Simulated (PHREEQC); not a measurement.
Make-up at 75 °C: 0.24 mol/kgw KH2PO4 and 0.013 mol/kgw HNO3. Closed to the air; pH follows from the charge balance.

All values are PHREEQC results (ion-association model, wateq4f.dat), not measurements.

```tsv
quantity	before	after
pH	3.47	3.29
ionic strength (mol/kgw)	0.241	0.241
```

Problem. Which change was made?
(A) diluted 2-fold with water
(B) 0.002 mol/kgw H4SiO4 added
(C) HNO3 from 0.013 to 0.0195 mol/kgw
(D) KH2PO4 replaced by KF at the same molality
(E) diluted 10-fold with water

Solution. C, HNO3 from 0.013 to 0.0195 mol/kgw

Precipitation was switched off in this run. H3PO4, which wateq4f.dat lacks, is added to it with the constant of phreeqc.dat. At this temperature some constants are extrapolated from 25 °C, and those without enthalpy data are left unchanged.
